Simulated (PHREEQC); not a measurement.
Dissolve 0.0195 mol NH4HF2, 0.0081 mol H2SiF6, 0.0027 mol HBF4 and 0.0043 mol HCl per kg of water at 20 °C. Closed to the air; pH follows from the charge balance.

Model: ion-association model, phreeqc.dat, run in PHREEQC.

The pH is 2.14 and the ionic strength is 0.0359 mol/kgw. The total alkalinity is -83.2 meq/kg.

| species | molality | activity | log γ |
|---|---|---|---|
| HF | 0.0339 | 0.0342 | 0.004 |
| NH4+ | 0.0195 | 0.0161 | -0.083 |
| H+ | 0.00834 | 0.00724 | -0.061 |
| SiF6-2 | 0.00810 | 0.00413 | -0.293 |
| Cl- | 0.00430 | 0.00360 | -0.078 |
| F- | 0.00412 | 0.00344 | -0.079 |
| BF4- | 0.00267 | 0.00225 | -0.075 |
| HF2- | 0.000514 | 0.000432 | -0.075 |
| BF3OH- | 2.61e-5 | 2.20e-5 | -0.075 |

No solid was allowed to form. SiF6-2 is the database's only silicon fluoride. Real BF4- forms and hydrolyses slowly; the run takes it at equilibrium.
